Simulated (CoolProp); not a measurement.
Properties of carbon dioxide at several states.

Values from CoolProp's reference Helmholtz-energy equation of state, Span 1996.

```csv
T (°C),p (kPa),phase,isothermal compressibility (1/MPa),conductivity (mW/(m K))
69.55,198,gas,5.082,20.2
229.75,523,gas,1.919,33.3
627.35,1610,gas,0.6194,64.2
```

Thermal conductivity comes from a separate model (Huber 2016).
